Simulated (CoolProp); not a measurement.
A single-stage vapour-compression cycle with CH2F2 (R32): evaporating at 286.15 K (dew point), condensing at 330.15 K (bubble point), superheat 5 K, subcooling 2 K, compressor efficiency 0.8, no pressure losses. Each further row changes one setting.

Computed with CoolProp (reference Helmholtz-energy equation of state, Tillner-Roth 1997).

```tsv
case	cooling COP	pressure ratio	discharge temperature (K)	refrigerating effect (kJ/kg)	volumetric capacity (kJ/m³)
as stated	3.74	3.04	374.6	215	6850
evaporating temperature 291.15 K	4.38	2.64	369.1	215	7960
condensing temperature 325.15 K	4.43	2.72	[?]	226	7220
subcooling 7 K	[?]	3.04	374.6	227	7250
superheat 15 K	3.70	3.04	386.8	227	6790
compressor efficiency 0.7	3.28	3.04	[?]	215	6850
```

**Question.** Complete the blanks.

**Answer.** 
- condensing temperature 325.15 K, discharge temperature (K): 365.5
- subcooling 7 K, cooling COP: 3.96
- compressor efficiency 0.7, discharge temperature (K): 380.6
